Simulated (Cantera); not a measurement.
**Equilibrium for roasting and sulfation: Fe2O3 + H2S + N2**

Charge: 1 mol Fe2O3, 2.1 mol H2S, 29 mol N2, held at 1573 K.

Method: chemical equilibrium by Gibbs-energy minimisation in Cantera with the NASA 1993 tables (ideal gas, pure condensed phases). Candidate condensed phases: Fe, FeO, Fe(OH)2, Fe(OH)3, FeS, FeSO4, FeS2, Fe2O3, Fe2(SO4)3, Fe3O4, H2O, H2SO4, S; 38 gas species. Metal and sulfide melt together well below either melting point, which pure phases cannot show. Mutual solubility and eutectic melting of coexisting phases are not modelled. The tables' stoichiometric FeO is somewhat more stable than real wüstite, so its field is too wide. FeO, FeS: taken at fixed stoichiometry. Rates play no part.

```csv
P (Pa),x N2,x H2O,x H2,x S2,x SO2,x H2S,x SO,x SH,n FeO(s),n FeS(l)
1000,0.905,0.0323,0.0317,0.0217,0.00552,0.00121,0.00122,0.000560,1.57,0.430
4600,0.910,0.0416,0.0226,0.0153,0.00704,0.00156,0.000860,0.000397,1.20,0.803
21000,0.914,0.0490,0.0152,0.0103,0.00823,0.00183,0.000575,0.000267,0.903,1.10
96000,0.917,0.0544,0.00987,0.00659,0.00906,0.00204,0.000370,0.000172,0.691,1.31
440000,0.919,0.0581,0.00622,0.00412,0.00961,0.00217,0.000231,0.000108,0.550,1.45
2000000,0.921,0.0605,0.00387,0.00255,0.00995,0.00226,0.000143,6.70e-5,0.459,1.54
```
x: gas mole fraction; n: condensed amount in mol.

From 0.0100 bar to 20.0 bar the condensed part is FeO(s) + FeS(l). The main Fe-bearing gas is Fe at 0.0100 bar and Fe(OH)2 at 20.0 bar.
